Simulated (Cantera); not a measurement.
A freely propagating, adiabatic, planar premixed flame of CH4 : C2H6 : O2 : N2 = 1 : 0.64 : 6.14 : 23.1 (molar parts), equivalence ratio 0.69, unburnt at 675 K and 5.00 bar; mixture-averaged transport, grid criteria slope 0.08 and curve 0.16, no radiation.

Computed with Cantera and GRI-Mech 3.0 (53 species, 325 reactions). Burning velocities carry a grid error of a few per cent, more on coarse grids.

x: mole fraction of selected species; z is measured from the peak of heat release.

```json
[
 {"z (mm)": "-0.314", "T (K)": "676", "u (m/s)": "0.711", "x CH4": "0.0323", "x C2H6": "0.0207", "x O2": "0.199", "x H2O": "0.000174", "x CH3": "<1e-8", "x H": "<1e-8"},
 {"z (mm)": "-0.209", "T (K)": "680", "u (m/s)": "0.716", "x CH4": "0.0322", "x C2H6": "0.0207", "x O2": "0.198", "x H2O": "[?]", "x CH3": "<1e-8", "x H": "<1e-8"},
 {"z (mm)": "-0.157", "T (K)": "695", "u (m/s)": "0.733", "x CH4": "0.0316", "x C2H6": "0.0205", "x O2": "0.197", "x H2O": "0.00365", "x CH3": "<1e-8", "x H": "<1e-8"},
 {"z (mm)": "-0.105", "T (K)": "764", "u (m/s)": "0.810", "x CH4": "0.0295", "x C2H6": "0.0197", "x O2": "0.190", "x H2O": "0.0133", "x CH3": "2.23e-7", "x H": "<1e-8"},
 {"z (mm)": "-0.0523", "T (K)": "1071", "u (m/s)": "1.15", "x CH4": "0.0210", "x C2H6": "0.0133", "x O2": "0.161", "x H2O": "0.0469", "x CH3": "5.20e-5", "x H": "5.93e-6"},
 {"z (mm)": "-0.0262", "T (K)": "1394", "u (m/s)": "1.51", "x CH4": "0.0121", "x C2H6": "0.00512", "x O2": "0.129", "x H2O": "0.0775", "x CH3": "0.000544", "x H": "0.000110"},
 {"z (mm)": "0", "T (K)": "1720", "u (m/s)": "1.87", "x CH4": "0.00306", "x C2H6": "0.000252", "x O2": "0.0933", "x H2O": "0.105", "x CH3": "0.000635", "x H": "0.000731"},
 {"z (mm)": "0.0262", "T (K)": "1875", "u (m/s)": "2.03", "x CH4": "0.000212", "x C2H6": "4.86e-7", "x O2": "0.0748", "x H2O": "0.116", "x CH3": "5.99e-5", "x H": "0.00116"},
 {"z (mm)": "0.0523", "T (K)": "1945", "u (m/s)": "2.10", "x CH4": "8.39e-6", "x C2H6": "<1e-8", "x O2": "0.0683", "x H2O": "0.118", "x CH3": "2.66e-6", "x H": "0.00107"},
 {"z (mm)": "0.105", "T (K)": "2024", "u (m/s)": "2.17", "x CH4": "[?]", "x C2H6": "<1e-8", "x O2": "0.0638", "x H2O": "0.120", "x CH3": "<1e-8", "x H": "[?]"},
 {"z (mm)": "0.209", "T (K)": "2087", "u (m/s)": "2.23", "x CH4": "<1e-8", "x C2H6": "<1e-8", "x O2": "0.0614", "x H2O": "0.123", "x CH3": "<1e-8", "x H": "0.000223"},
 {"z (mm)": "0.418", "T (K)": "2119", "u (m/s)": "2.26", "x CH4": "<1e-8", "x C2H6": "<1e-8", "x O2": "0.0606", "x H2O": "0.125", "x CH3": "<1e-8", "x H": "5.85e-5"},
 {"z (mm)": "0.837", "T (K)": "2130", "u (m/s)": "2.27", "x CH4": "<1e-8", "x C2H6": "<1e-8", "x O2": "0.0604", "x H2O": "0.125", "x CH3": "<1e-8", "x H": "2.57e-5"}
]
```

### Question
What belongs in the gaps?

### Answer

- -0.209, x H2O: 0.00112
- 0.105, x CH4: 2.33e-8
- 0.105, x H: 0.000640
